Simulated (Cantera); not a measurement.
What does this Cantera script print?

```python
import numpy as np
import cantera as ct

gas = ct.Solution("h2o2.yaml")
gas.TPX = 1200, 13332, {'H2': 0.48, 'O2': 1, 'N2': 2.9}
inlet = ct.Reservoir(gas, clone=True)

reactor = ct.IdealGasConstPressureReactor(gas, energy="off", clone=False)
exhaust = ct.Reservoir(gas, clone=True)
tau = [7.7, 2.3, 0.66, 0.19, 0.057, 0.017, 0.0049, 0.0014][0]
for a, b in ((inlet, reactor), (reactor, exhaust)):
    ct.MassFlowController(a, b, mdot=lambda t: reactor.mass / tau)
net = ct.ReactorNet([reactor])
show = ['H2', 'O2', 'H2O2', 'H', 'O', 'H2O', 'HO2']

rows = []
print(f"{'tau/s':>10s}{'T/K':>9s}" + "".join(f"{s:>11s}" for s in show))
for tau in [7.7, 2.3, 0.66, 0.19, 0.057, 0.017, 0.0049, 0.0014]:
    net.initial_time = 0.0
    net.advance(30 * tau)
    before = gas.X
    net.advance(40 * tau)
    drift = np.max(np.abs(gas.X - before) / (gas.X + 1e-9))
    rows.append([gas.T, *gas[show].X, drift])
    print(f"{tau:10.3e}{gas.T:9.1f}" + "".join(f"{x:11.3e}" for x in gas[show].X))
```

Result:

```
     tau/s      T/K         H2         O2       H2O2          H          O        H2O        HO2
 7.700e+00   1200.0  3.938e-05  1.835e-01  1.596e-07  2.352e-06  3.603e-05  1.158e-01  1.198e-06
 2.300e+00   1200.0  8.720e-05  1.835e-01  2.612e-07  7.945e-06  8.171e-05  1.157e-01  2.346e-06
 6.600e-01   1200.0  1.965e-04  1.834e-01  4.135e-07  2.784e-05  1.895e-04  1.155e-01  4.346e-06
 1.900e-01   1200.0  4.356e-04  1.833e-01  6.175e-07  9.675e-05  4.341e-04  1.151e-01  7.232e-06
 5.700e-02   1200.0  9.224e-04  1.831e-01  8.539e-07  3.198e-04  9.514e-04  1.142e-01  1.055e-05
 1.700e-02   1200.0  1.919e-03  1.828e-01  1.099e-06  1.045e-03  2.039e-03  1.124e-01  1.378e-05
 4.900e-03   1200.0  3.987e-03  1.824e-01  1.299e-06  3.378e-03  4.270e-03  1.083e-01  1.632e-05
 1.400e-03   1200.0  8.105e-03  1.821e-01  1.375e-06  9.806e-03  8.227e-03  9.942e-02  1.754e-05
```

Model: the H2/O2 subset of GRI-Mech 3.0, which has no nitrogen chemistry, integrated in Cantera. The temperature is held fixed by assumption; the heat of reaction is taken as removed at once.
